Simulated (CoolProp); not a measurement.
Saturation properties of nitrous oxide.

Model: reference Helmholtz-energy equation of state, Lemmon 2006, in CoolProp. It is a short technical equation, of lower accuracy than the large ones.

```
T (K)  p (MPa)  liquid density (kg/m³)  vapour density (kg/m³)  surface tension (mN/m)
-----  -------  ----------------------  ----------------------  ----------------------
191     0.1457                    1212                   4.180                    22.3
200.1   0.2348                    1184                   6.524                    20.3
209.2   0.3611                    1156                   9.769                    18.3
218.2   0.5313                    1126                   14.08                    16.3
227.3   0.7587                    1095                   19.81                    14.4
236.4    1.052                    1063                   27.23                    12.5
245.5    1.420                    1029                   36.74                    10.6
254.5    1.870                   992.5                   48.71                    8.86
263.6    2.423                   952.9                   64.15                    7.12
```

It boils at 184.7 K under 1 atm.

Surface tension comes from a separate correlation (Mulero 2012).
